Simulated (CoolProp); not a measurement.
Aqueous ethylene glycol as a coolant, at 26 °C, 1 atm.

The numbers come from the Melinder's fits for secondary coolants in CoolProp.

```csv
mass %,freezing point (°C),Prandtl number,conductivity (W/(m K)),density (kg/m³),cp (kJ/(kg K))
5,-1.6,6.83,0.585,1003,4.115
8.6,-2.8,7.57,0.568,1007,4.068
12.2,-4.2,8.44,0.551,1012,4.021
15.9,-5.9,9.46,0.533,1017,3.969
19.5,-7.7,10.6,0.517,1021,3.915
23.1,-9.8,11.8,0.500,1026,3.857
26.8,-12.2,13.2,0.484,1031,3.794
30.4,-14.9,14.7,0.469,1036,3.728
34,-17.9,16.3,0.454,1041,3.660
37.7,-21.4,18.1,0.439,1046,3.589
41.3,-25.2,20.2,0.425,1051,3.518
44.9,-29.4,22.4,0.411,1055,3.446
```
